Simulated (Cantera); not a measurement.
Cantera with NASA thermochemical tables; ideal gases at 1 bar, condensed phases pure. Values are per mole of reaction as written; species without (g) are pure solids or liquids, kept so even where they would boil at 1 bar.

**Question.** Between 473 and 1073 K, where is each reaction favourable under standard conditions?
- O3(g) + 2 TiCl4(g) ⇌ Ti2O3 + 4 Cl2(g)

**Answer.** 
- O3(g) + 2 TiCl4(g) ⇌ Ti2O3 + 4 Cl2(g): ΔG° is -147 kJ at 473 K and -171 kJ at 1073 K; it stays negative (K > 1). ΔH° is -118 kJ and ΔS° 49 J/K at 1073 K.
